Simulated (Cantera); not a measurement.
# Ignition delay

Mixture: 7.90 % CO, 2.76 % H2, 3.00 % CH4, 12.6 % O2, 51.7 % N2, 22.1 % H2O, at 30000 Pa, adiabatic and at constant pressure. Ignition delay is the time to a rise of 400 K.

Cantera simulation using GRI-Mech 3.0 (53 species, 325 reactions); the numbers are that mechanism's predictions, not measurements. Below about 1000 K GRI-Mech 3.0 lacks low-temperature oxidation paths. Below about 950 K walls govern HO2 and H2O2 in real vessels.

```csv
T0 (K),delay (ms)
875,580
925,98.1
975,35.0
1025,17.2
1075,9.64
1125,5.81
```

| Item | Result |
|---|---|
| apparent activation energy between 1025 and 1125 K | 100 kJ/mol |
